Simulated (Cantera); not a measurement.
Input: 1 mol Al, 5.2 mol NH3, 2.3 mol H2, at 1498 K and 0.645 Torr.

Equilibrium computed with Cantera from the NASA thermochemical tables; the gas is ideal and each condensed phase is pure. Candidate condensed phases: Al, AlN; 13 gas species. The numbers say what is thermodynamically allowed, not how fast it happens.

What is the equilibrium state?


```
Quantity                             Result
--------------------------------  ---------
x(H2)                                 0.827
x(N2)                                 0.172
x(H)                               0.000533
x(Al)                               5.52e-6
n(AlN(s))                         1.000 mol
gas amount                        12.20 mol
log10 activity of Al(l) (absent)      -3.43
```
